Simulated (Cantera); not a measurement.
**Thermodynamics of abatement and gas-phase synthesis, feed NH3 + H2O + O2**

Input: 1 mol NH3, 0.072 mol H2O, 0.21 mol O2, held at 1000 Pa.

Cantera equilibrium calculation (NASA polynomials, part measured and part estimated; ideal gas, pure solids and liquids). Candidate condensed phases: H2O; 24 gas species. Rates play no part.

From 1875 °C to 2675 °C nothing is condensed.

| T (°C) | x H | x H2 | x N2 | x H2O | x O | x OH |
|---|---|---|---|---|---|---|
| 1875 | 0.0295 | 0.499 | 0.237 | 0.232 | 7.32e-5 | 0.00176 |
| 1975 | 0.0511 | 0.484 | 0.235 | 0.227 | 0.000262 | 0.00359 |
| 2075 | 0.0838 | 0.460 | 0.230 | 0.218 | 0.000841 | 0.00683 |
| 2175 | 0.130 | 0.427 | 0.223 | 0.204 | 0.00245 | 0.0121 |
| 2275 | 0.192 | 0.386 | 0.213 | 0.181 | 0.00641 | 0.0197 |
| 2375 | 0.269 | 0.335 | 0.200 | 0.147 | 0.0148 | 0.0287 |
| 2475 | 0.359 | 0.279 | 0.184 | 0.105 | 0.0295 | 0.0362 |
| 2575 | 0.453 | 0.220 | 0.167 | 0.0635 | 0.0494 | 0.0384 |
| 2675 | 0.541 | 0.162 | 0.152 | 0.0322 | 0.0702 | 0.0342 |
x: gas mole fraction; nothing condenses.
